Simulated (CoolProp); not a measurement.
A closed Brayton cycle with nitrogen: compressor inlet 332.15 K and 4.9 MPa, high pressure 14.2 MPa, turbine inlet 840 K, compressor efficiency 0.89, turbine efficiency 0.93, recuperator effectiveness 0.9 (on enthalpy, no pinch check). Each further row changes one setting.

Computed with CoolProp (reference Helmholtz-energy equation of state, Span 2000).

| case | thermal efficiency (%) | net work (kJ/kg) | compressor to turbine work | compressor exit (K) | turbine exit (K) |
|---|---|---|---|---|---|
| as stated | [?] | 80.1 | 0.64 | 466.4 | 645.6 |
| turbine inlet 790 K | 29.3 | [?] | [?] | 466.4 | [?] |
| compressor inlet 342.15 K | 31.1 | 75.6 | 0.66 | 480.2 | 645.6 |
| high pressure 12.1 MPa | 33.9 | [?] | 0.61 | [?] | [?] |
| recuperator effectiveness 0.5 | [?] | 80.1 | 0.64 | 466.4 | 645.6 |

Problem. Complete the blanks.

Solution. 
- as stated, thermal efficiency (%): 32.7
- turbine inlet 790 K, net work (kJ/kg): 66.7
- turbine inlet 790 K, compressor to turbine work: 0.68
- turbine inlet 790 K, turbine exit (K): 605.4
- high pressure 12.1 MPa, net work (kJ/kg): 74.8
- high pressure 12.1 MPa, compressor exit (K): 443.5
- high pressure 12.1 MPa, turbine exit (K): 671.9
- recuperator effectiveness 0.5, thermal efficiency (%): 24.8
